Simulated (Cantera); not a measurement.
Charge: 1 mol AlCl3, 0.83 mol H2O, 98 mol H2, held at 13.3 mbar.

Cantera equilibrium calculation (NASA polynomials, part measured and part estimated; ideal gas, pure solids and liquids). Candidate condensed phases: Al, AlCl3, Al2O3, H2O; 29 gas species. The tables' values for AlCl2, AlOH are old estimates; treat these amounts as uncertain. The numbers say what is thermodynamically allowed, not how fast it happens.

x: gas mole fraction; n: condensed amount in mol.

| T (K) | x H2 | x H | x HCl | x AlCl | x H2O | x Cl | n Al2O3(s) |
|---|---|---|---|---|---|---|---|
| 1698 | 0.969 | 0.00123 | 0.0250 | 0.00421 | ___ | 2.48e-5 | 0.275 |
| 1748 | 0.968 | 0.00195 | 0.0251 | 0.00431 | ___ | 3.89e-5 | 0.273 |
| 1798 | 0.967 | 0.00300 | 0.0250 | 0.00440 | ___ | 5.94e-5 | 0.270 |
| 1848 | 0.966 | 0.00451 | 0.0249 | 0.00451 | ___ | 8.85e-5 | 0.266 |
| 1898 | 0.963 | 0.00664 | 0.0247 | 0.00466 | ___ | 0.000129 | 0.258 |
| 1948 | 0.960 | 0.00959 | 0.0245 | 0.00487 | ___ | 0.000183 | 0.247 |
| 1998 | 0.955 | 0.0136 | 0.0241 | 0.00516 | ___ | 0.000255 | 0.231 |
| 2048 | 0.950 | 0.0189 | 0.0235 | 0.00554 | ___ | 0.000346 | 0.208 |
| 2098 | 0.942 | 0.0259 | 0.0228 | 0.00603 | ___ | 0.000461 | 0.176 |
| 2148 | 0.932 | 0.0348 | 0.0219 | 0.00661 | ___ | 0.000600 | 0.136 |
| 2198 | 0.919 | 0.0462 | 0.0209 | 0.00727 | ___ | 0.000766 | 0.0840 |
| 2248 | 0.903 | 0.0605 | 0.0198 | 0.00798 | ___ | 0.000958 | 0.0182 |

Q: What belongs in the gaps?

A: 
- 1698, x H2O: 5.25e-5
- 1748, x H2O: 9.94e-5
- 1798, x H2O: 0.000181
- 1848, x H2O: 0.000316
- 1898, x H2O: 0.000532
- 1948, x H2O: 0.000859
- 1998, x H2O: 0.00133
- 2048, x H2O: 0.00199
- 2098, x H2O: 0.00285
- 2148, x H2O: 0.00395
- 2198, x H2O: 0.00532
- 2248, x H2O: 0.00697
